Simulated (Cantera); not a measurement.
Input (Python, Cantera) and output of one run.

```python
import numpy as np
import cantera as ct

gas_names = """
    H HO2 H2 H2O H2O2 O OH O2 O3 Si SiH SiH2 SiH3 SiH4 SiO SiO2 Si2 Si3
""".split()
cond_names = """
    H2O(s) H2O(L) Si(cr) Si(L) SiO2(Lqz) SiO2(hqz) SiO2(L)
""".split()


def load(file, names, dense=False):
    # The tables refer to 1 bar. Condensed volumes are neglected.
    table = {s.name: s for s in ct.Species.list_from_file(file)}
    out = []
    for n in names:
        d = dict(table[n].input_data)
        d["thermo"] = dict(d["thermo"], **{"reference-pressure": 1e5})
        if dense:
            d["equation-of-state"] = {"model": "constant-volume", "density": "1e6 g/cm^3"}
        out.append(ct.Species.from_dict(d))
    return out


gas = ct.Solution(thermo="ideal-gas", species=load("nasa_gas.yaml", gas_names))
cond = {s.name: ct.Solution(thermo="fixed-stoichiometry", species=[s], name=s.name)
        for s in load("nasa_condensed.yaml", cond_names, dense=True)}
atoms = {
    'Si': {'Si': 1},
    'H2O': {'H': 2, 'O': 1},
    'H2': {'H': 2},
}
top_T = {}  # K; cautious upper limits of use, not melting points


def equilibrate(T, P, feed):
    n = {}
    for name, mol in feed.items():
        for a, k in atoms[name].items():
            n[a] = n.get(a, 0.0) + k * mol
    gas.TPX = T, P, n
    mass = sum(n.values()) * gas.mean_molecular_weight
    gas.equilibrate("TP")
    valid = [c for c in cond.values() if c.min_temp <= T <= top_T.get(c.name, c.max_temp)]
    mix = ct.Mixture([(gas, mass / gas.mean_molecular_weight)] + [(c, 0.0) for c in valid])
    mix.T, mix.P = T, P
    mix.equilibrate("TP", solver="vcs", rtol=1e-11, max_steps=5000)
    return mix


results = []
T = 1825  # K
P = 101325  # Pa
for m in [0.033, 0.044, 0.059, 0.079, 0.1, 0.14, 0.19, 0.25, 0.33]:
    feed = {'Si': 1, 'H2O': m, 'H2': 4.1}  # mol
    mix = equilibrate(T, P, feed)
    results.append((T, P, feed, dict(zip(mix.species_names, mix.species_moles))))

top = {s: max(r[3][s] / sum(r[3][g] for g in gas_names) for r in results) for s in gas_names}
cols = sorted((s for s in top if top[s] > 1e-05), key=lambda s: -top[s])[:7]
seen = [c for c in cond_names if any(r[3].get(c, 0) > 1e-12 for r in results)]
print("log10 of partial pressures in bar; condensed amounts in mol")
print(f"{'n(H2O)':>10s}" + "".join(f"{s[:9]:>10s}" for s in cols + seen))
for T, P, feed, n in results:
    ng = sum(n[g] for g in gas_names)
    print(f"{feed['H2O']:10.4g}" + "".join(f"{np.log10(max(n[s] / ng * P / 1e5, 1e-99)):10.3f}" for s in cols)
          + "".join(f"{n.get(c, 0):10.4g}" for c in seen))
```

Result:

```
log10 of partial pressures in bar; condensed amounts in mol
    n(H2O)        H2       SiO         H       H2O      SiH2     Si(L)   SiO2(L)
     0.033     0.002    -2.096    -3.355    -5.037    -4.446    0.9668         0
     0.044     0.001    -1.973    -3.356    -4.915    -4.448    0.9559         0
     0.059    -0.001    -1.849    -3.356    -4.793    -4.449    0.9409         0
     0.079    -0.003    -1.726    -3.357    -4.672    -4.451    0.9209         0
       0.1    -0.005    -1.628    -3.359    -4.576    -4.453    0.8999         0
      0.14    -0.009    -1.490    -3.360    -4.442    -4.457      0.86         0
      0.19    -0.013    -1.367    -3.363    -4.324    -4.462      0.81         0
      0.25    -0.019    -1.260    -3.366    -4.221    -4.467    0.7501         0
      0.33    -0.019    -1.254    -3.366    -4.216    -4.468    0.7059   0.03581
```

Equilibrium computed with Cantera from the NASA thermochemical tables; the gas is ideal and each condensed phase is pure. Each liquid is taken as pure. Mutual solubility and eutectic melting of coexisting phases are not modelled. The tables hold silica as quartz up to 1696 K and as liquid above; real silica turns to tridymite and cristobalite and melts near 1996 K. Gases not in the tables: Si2H6 and higher silanes.
